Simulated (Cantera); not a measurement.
A closed system holds: 1 mol Si, 0.64 mol CO2, a varied amount of H2, at 925 °C and 4.60 Pa.

Equilibrium computed with Cantera from the NASA thermochemical tables; the gas is ideal and each condensed phase is pure. Candidate condensed phases: C, C6H6, C7H8, C8H18, H2O, Si, SiC, SiO2; 123 gas species. Mutual solubility and eutectic melting of coexisting phases are not modelled. The tables hold silica as quartz up to 1696 K and as liquid above; real silica turns to tridymite and cristobalite and melts near 1996 K. The numbers say what is thermodynamically allowed, not how fast it happens.

Task: Which condensed phases are stable at each of these points (n(H2) (mol)): 4.9, 7.7, 12, 19, 31, 49, 78, 120, 200, 310, 490?

Result: 
```tsv
n(H2) (mol)	condensed phases	Si condensed (%)
4.9	SiC(s) + SiO2(β-quartz)	99.3
7.7	SiC(s) + SiO2(β-quartz)	98.7
12	SiC(s) + SiO2(β-quartz)	97.7
19	SiC(s) + SiO2(β-quartz)	95.9
31	SiC(s) + SiO2(β-quartz)	92.3
49	SiC(s) + SiO2(β-quartz)	86.2
78	SiC(s) + SiO2(β-quartz)	75.6
120	SiC(s) + SiO2(β-quartz)	59.3
200	SiC(s) + SiO2(β-quartz)	27.0
310	SiC(s)	18.0
490	SiC(s)	18.0
```

From 4.9 mol H2 to 200 mol H2 the condensed part is SiC(s) + SiO2(β-quartz). From 310 mol H2 to 490 mol H2 the condensed part is SiC(s).
